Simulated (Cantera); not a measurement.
Input: 1 mol SiHCl3, 2.5 mol NH3, 59 mol H2, equilibrated at 1150 K and 1.35 Torr.

Method: chemical equilibrium by Gibbs-energy minimisation in Cantera with the NASA 1993 tables (ideal gas, pure condensed phases). Candidate condensed phases: NH4Cl, Si, Si3N4; 28 gas species. Kinetics and transport are ignored.

Base state: H2 0.945, HCl 0.0458, N2 0.00895, SiCl2 2.43e-5 (mole fractions); condensed: Si3N4(s).

Problem. What changes in the equilibrium state with this change: temperature from 1150 K to 1650 K?

Solution. 
| species | before | after |
|---|---|---|
| H2 | 0.945 | 0.938 |
| HCl | 0.0458 | 0.0356 |
| N2 | 0.00895 | 0.0189 |
| SiCl2 | 2.43e-5 | 0.00481 |
| Si | <1e-9 | 0.000149 |
| SiCl | <1e-9 | 5.30e-5 |
| Si3N4(s), mol | 0.333 | 0 |
| Si(s), mol | 0 | 0.667 |
The tables' values for SiCl are old estimates; treat these amounts as uncertain.
